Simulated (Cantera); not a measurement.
What does this Cantera script print?

```python
import numpy as np
import cantera as ct

gas = ct.Solution("gri30.yaml")
gas.TPX = 350, 290000, {'CH4': 1, 'C2H6': 0.06, 'O2': 4.42, 'N2': 16.6}
inlet = ct.Reservoir(gas, clone=True)
gas.equilibrate("HP")  # start burning
reactor = ct.IdealGasConstPressureReactor(gas, energy="on", clone=False)
exhaust = ct.Reservoir(gas, clone=True)
tau = [0.055, 0.029, 0.015, 0.0077, 0.004, 0.0021, 0.0011, 0.00057, 0.0003, 0.00015, 8e-05, 4.2e-05, 2.2e-05][0]
for a, b in ((inlet, reactor), (reactor, exhaust)):
    ct.MassFlowController(a, b, mdot=lambda t: reactor.mass / tau)
net = ct.ReactorNet([reactor])
show = ['CH4', 'C2H6', 'O2', 'HCN', 'HO2']

rows = []
print(f"{'tau/s':>10s}{'T/K':>9s}" + "".join(f"{s:>11s}" for s in show))
for tau in [0.055, 0.029, 0.015, 0.0077, 0.004, 0.0021, 0.0011, 0.00057, 0.0003, 0.00015, 8e-05, 4.2e-05, 2.2e-05]:
    net.initial_time = 0.0
    net.advance(30 * tau)
    before = gas.X
    net.advance(40 * tau)
    drift = np.max(np.abs(gas.X - before) / (gas.X + 1e-9))
    rows.append([gas.T, *gas[show].X, drift])
    print(f"{tau:10.3e}{gas.T:9.1f}" + "".join(f"{x:11.3e}" for x in gas[show].X))
```

Output:

```
     tau/s      T/K        CH4       C2H6         O2        HCN        HO2
 5.500e-02   1519.8  3.151e-05  5.089e-07  1.001e-01  1.701e-09  4.367e-06
 2.900e-02   1517.1  4.915e-05  8.059e-07  1.003e-01  2.114e-09  6.757e-06
 1.500e-02   1512.8  7.864e-05  1.305e-06  1.005e-01  2.502e-09  1.062e-05
 7.700e-03   1505.5  1.296e-04  2.168e-06  1.009e-01  2.856e-09  1.689e-05
 4.000e-03   1492.7  2.232e-04  3.760e-06  1.017e-01  3.253e-09  2.720e-05
 2.100e-03   1464.7  4.542e-04  7.846e-06  1.036e-01  3.677e-09  4.761e-05
 1.100e-03    350.0  4.529e-02  2.717e-03  2.002e-01  7.265e-23  2.677e-19
 5.700e-04    350.0  4.529e-02  2.717e-03  2.002e-01  1.280e-26  4.717e-23
 3.000e-04    350.0  4.529e-02  2.717e-03  2.002e-01  8.085e-28  2.980e-24
 1.500e-04    350.0  4.529e-02  2.717e-03  2.002e-01  5.107e-29  1.882e-25
 8.000e-05    350.0  4.529e-02  2.717e-03  2.002e-01  3.226e-30  1.189e-26
 4.200e-05    350.0  4.529e-02  2.717e-03  2.002e-01  2.038e-31  7.510e-28
 2.200e-05    350.0  4.529e-02  2.717e-03  2.002e-01  1.287e-32  4.745e-29
```

Model: GRI-Mech 3.0 (53 species, 325 reactions), integrated in Cantera.
